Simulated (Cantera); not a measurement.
A Cantera script and its output.

```python
import numpy as np
import cantera as ct

gas = ct.Solution("gri30.yaml")
gas.TPX = 675, 82000, {'CH4': 1, 'O2': 1.54, 'N2': 10.2}
inlet = ct.Reservoir(gas, clone=True)
gas.equilibrate("HP")  # start burning
reactor = ct.IdealGasConstPressureReactor(gas, energy="on", clone=False)
exhaust = ct.Reservoir(gas, clone=True)
tau = [0.12, 0.038, 0.013, 0.0043, 0.0014, 0.00047, 0.00016, 5.3e-05, 1.8e-05, 5.9e-06][0]
for a, b in ((inlet, reactor), (reactor, exhaust)):
    ct.MassFlowController(a, b, mdot=lambda t: reactor.mass / tau)
net = ct.ReactorNet([reactor])
show = ['CH4', 'O2', 'C2H', 'NO', 'HO2', 'CH2']

rows = []
print(f"{'tau/s':>10s}{'T/K':>9s}" + "".join(f"{s:>11s}" for s in show))
for tau in [0.12, 0.038, 0.013, 0.0043, 0.0014, 0.00047, 0.00016, 5.3e-05, 1.8e-05, 5.9e-06]:
    net.initial_time = 0.0
    net.advance(30 * tau)
    before = gas.X
    net.advance(40 * tau)
    drift = np.max(np.abs(gas.X - before) / (gas.X + 1e-9))
    rows.append([gas.T, *gas[show].X, drift])
    print(f"{tau:10.3e}{gas.T:9.1f}" + "".join(f"{x:11.3e}" for x in gas[show].X))
```

Result:

```
     tau/s      T/K        CH4         O2        C2H         NO        HO2        CH2
 1.200e-01   1845.5  3.001e-04  2.466e-04  1.152e-08  8.048e-05  4.564e-08  9.434e-07
 3.800e-02   1839.9  3.151e-04  4.672e-04  2.041e-08  9.403e-05  1.087e-07  2.137e-06
 1.300e-02   1830.9  3.528e-04  8.508e-04  3.209e-08  1.004e-04  2.396e-07  4.178e-06
 4.300e-03   1814.5  5.202e-04  1.756e-03  5.649e-08  9.281e-05  5.958e-07  7.963e-06
 1.400e-03   1777.5  1.090e-03  4.405e-03  9.935e-08  6.065e-05  1.979e-06  1.466e-05
 4.700e-04    675.0  7.849e-02  1.209e-01 -3.300e-41 -1.384e-18  2.874e-15  2.542e-33
 1.600e-04    675.0  7.849e-02  1.209e-01  2.773e-41  2.263e-20  9.477e-16 -1.186e-33
 5.300e-05    675.0  7.849e-02  1.209e-01  2.674e-44  1.536e-23  3.246e-16  4.557e-35
 1.800e-05    675.0  7.849e-02  1.209e-01  1.917e-47  2.583e-26  1.105e-16  1.240e-35
 5.900e-06    675.0  7.849e-02  1.209e-01  2.912e-50  1.635e-28  3.656e-17  3.827e-36
```

Detailed kinetics in Cantera: GRI-Mech 3.0 (53 species, 325 reactions).
